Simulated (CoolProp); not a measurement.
n-perfluorohexane along the isobar 9.59 MPa: fugacity coefficient from the reference equation and from simpler models built on Tc = 448.0 K, pc = 1.742 MPa, ω = 0.497; each cubic takes its own stable root.

The numbers come from the reference Helmholtz-energy equation of state, Gao 2022 in CoolProp.

```csv
T (K),phase,reference
242.4,liquid,0.0003028
254.7,liquid,0.0006926
267,liquid,0.001437
279.3,liquid,0.002744
291.6,liquid,0.004876
303.9,liquid,0.008145
316.2,liquid,0.01289
328.5,liquid,0.01946
340.8,liquid,0.02818
353.1,liquid,0.03935
365.3,liquid,0.05307
377.6,liquid,0.06970
```

Question: How far does each simpler model (van der Waals, Redlich-Kwong, Soave-Redlich-Kwong, Peng-Robinson) lie from the reference over these 12 states: mean and median of the absolute difference, and the worst?

Answer: 
- van der Waals: mean 2489.5 %, median 922.4 %, worst +11937.6 % at 242.4 K and 9.59 MPa
- Redlich-Kwong: mean 323.9 %, median 218.9 %, worst +973.6 % at 242.4 K and 9.59 MPa
- Soave-Redlich-Kwong: mean 12.6 %, median 12.0 %, worst +17.1 % at 242.4 K and 9.59 MPa
- Peng-Robinson: mean 4.3 %, median 2.0 %, worst +15.1 % at 242.4 K and 9.59 MPa
